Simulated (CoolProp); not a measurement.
Vapour-liquid equilibrium of m-xylene (1) + o-xylene (2) at 0.000718 MPa; x and y are mole fractions of (1).

Model: multi-fluid Helmholtz-energy mixture model, Zhou 2012 and Zhou 2012; pair parameters Bell 2016, in CoolProp.

```csv
x,"bubble temperature, mixture model (°C)","bubble temperature, Raoult's law (°C)","y, mixture model","y, Raoult's law"
0.05,21.1,21.1,0.061,0.062
0.2,20.5,20.5,0.238,0.238
0.35,19.9,19.9,0.405,0.403
0.5,19.3,19.3,0.559,0.556
0.65,18.8,18.8,0.702,0.700
0.8,18.2,18.3,0.834,0.834
0.95,17.7,17.8,0.959,0.960
```

The largest gap from Raoult's law is -0.1 K in bubble temperature, at x = 0.8. No azeotrope shows between x = 0.05 and 0.95.

The pair parameters rest on a limited set of measurements; away from them the model extrapolates.
